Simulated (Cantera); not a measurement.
Source: NASA polynomial tables (part measured, part estimated), evaluated in Cantera. Values are per mole of reaction as written; species without (g) are pure solids or liquids, kept so even where they would boil at 1 bar.

Problem. Between 1098 and 1323 K, where is each reaction favourable under standard conditions?
- CuF2 + 2 OH(g) ⇌ Cu(OH)2 + F2(g)

Solution. 
- CuF2 + 2 OH(g) ⇌ Cu(OH)2 + F2(g): ΔG° is 156 kJ at 1098 K and 196 kJ at 1323 K; it stays positive (K < 1). ΔH° is -44 kJ and ΔS° -181 J/K at 1323 K.
